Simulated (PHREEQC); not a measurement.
Solution (25 °C): 0.45 mmol/kgw PbCl2 and 0.14 mmol/kgw Na2SO4. It is in equilibrium with CO2 at log p = -3.4 (atm). Otherwise closed; pH follows from the charge balance.

All values are PHREEQC results (ion-association model, phreeqc.dat), not measurements.

```json
[
 {"quantity": "pH", "before": "5.41", "after": "5.45"},
 {"quantity": "ionic strength (mol/kgw)", "before": "0.00167", "after": "0.00165"},
 {"quantity": "CO2 (mol/kgw)", "before": "1.35e-5", "after": "7.74e-6"},
 {"quantity": "HCO3- (mol/kgw)", "before": "1.61e-6", "after": "1.19e-6"},
 {"quantity": "CO3-2 (mol/kgw)", "before": "2.22e-11", "after": "2.60e-11"}
]
```

Question: What was changed between the two runs?
A) diluted 2-fold with water
B) Na2SO4 left out
C) 6.1e-05 mol/kgw Cd(NO3)2 added
D) PbCl2 replaced by CaCl2 at the same molality
E) temperature from 25 to 50 °C

Answer: E, temperature from 25 to 50 °C

No solid was allowed to form. Some of these states are supersaturated (in Anglesite, Pb(OH)2, for instance). Away from 25 °C the constants follow the database's enthalpies or fits; those with neither stay at their 25 °C values.
